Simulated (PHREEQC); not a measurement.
NaOH is added in steps, without added water, to 1 kg of water holding 0.042 mol/kgw CaCl2, 0.00024 mol/kgw SrCl2 and 0.00069 mol/kgw MgCl2, at 20 °C. Oxygen alone is held at its pressure in air (log pO2 = -0.68). No CO2 enters from the air. Only these solids could form: Brucite, Portlandite, Halite.

Base run: PHREEQC, ion-association model, wateq4f.dat. Each further column changes one thing. The table gives Mg+2 (mol/kgw).

```
NaOH added (mol)      base  Debye-Hückel limiting law  Davies equation for every ion  database pitzer.dat  metal-ligand complexes left out
----------------  --------  -------------------------  -----------------------------  -------------------  -------------------------------
0                 0.000690                   0.000690                       0.000690             0.000690                         0.000690
0.00055           0.000569                   0.000628                       0.000572             0.000593                         0.000569
0.0011            0.000343                   0.000407                       0.000346             0.000368                         0.000343
0.00165           0.000164                   0.000227                       0.000166             0.000187                         0.000164
0.001925          0.000104                   0.000160                       0.000106                  ___                         0.000104
0.002475           4.28e-5                    7.73e-5                        4.39e-5              5.43e-5                          4.28e-5
0.003025           2.10e-5                    4.07e-5                        2.16e-5                  ___                          2.10e-5
0.003575           1.21e-5                        ___                        1.25e-5              1.60e-5                          1.21e-5
0.004125           7.85e-6                        ___                        8.08e-6              1.04e-5                          7.85e-6
0.004675           5.47e-6                    1.11e-5                        5.63e-6              7.27e-6                          5.47e-6
0.00495            4.66e-6                    9.52e-6                        4.80e-6                  ___                          4.66e-6
0.0055             3.50e-6                    7.19e-6                        3.61e-6              4.68e-6                          3.50e-6
0.00605            2.73e-6                    5.62e-6                        2.81e-6                  ___                          2.73e-6
0.0066             2.18e-6                    4.52e-6                        2.25e-6              2.94e-6                          2.18e-6
```

Task: Fill in the missing entries.

Result: 
- 0.001925, database pitzer.dat: 0.000124
- 0.003025, database pitzer.dat: 2.73e-5
- 0.003575, Debye-Hückel limiting law: 2.42e-5
- 0.004125, Debye-Hückel limiting law: 1.58e-5
- 0.00495, database pitzer.dat: 6.21e-6
- 0.00605, database pitzer.dat: 3.66e-6

 pitzer.dat has no redox and few complexes: it carries them in its interaction parameters. Solids allowed in the column 'database pitzer.dat': Bischofite, Brucite, Halite, Portlandite, MgCl2_4H2O.
